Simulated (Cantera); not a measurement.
## Stirred combustor or abatement burner

A perfectly stirred reactor is fed with CO : H2 : CH4 : O2 : N2 : H2O = 1 : 0.61 : 0.051 : 0.648 : 2.44 : 0.9 (molar parts), at 1.20 bar; it is adiabatic with a 423 K inlet, and is followed from long to short residence time, starting on the burning branch (τ in s: 0.02, 0.0093, 0.0042, 0.0019, 0.00086, 0.00039, 0.00018, 8e-05, 3.6e-05).

Cantera simulation using GRI-Mech 3.0 (53 species, 325 reactions); the numbers are that mechanism's predictions, not measurements.

```
τ (s)    T (K)    x CO    x H2     x CH4     x NO    x C2H6
-------  -----  ------  ------  --------  -------  --------
0.020     2037  0.0713  0.0314   2.49e-6  5.43e-5  6.92e-12
0.0093    2018  0.0718  0.0319   3.43e-6  4.87e-5  1.15e-11
0.0042    1989  0.0726  0.0327   5.09e-6  4.18e-5  2.03e-11
0.0019    1948  0.0738  0.0338   8.09e-6  3.46e-5  3.87e-11
0.00086   1891  0.0756  0.0353   1.39e-5  2.79e-5  8.39e-11
0.00039   1817  0.0783  0.0368   2.60e-5  2.20e-5  2.16e-10
0.00018   1725  0.0830  0.0378   5.45e-5  1.64e-5  6.91e-10
8.0e-5    1600  0.0949  0.0370  0.000148  9.82e-6   3.56e-9
3.6e-5     423   0.177   0.108   0.00903   <1e-12    <1e-12
```
x: mole fraction; the columns are a selection and need not sum to one.
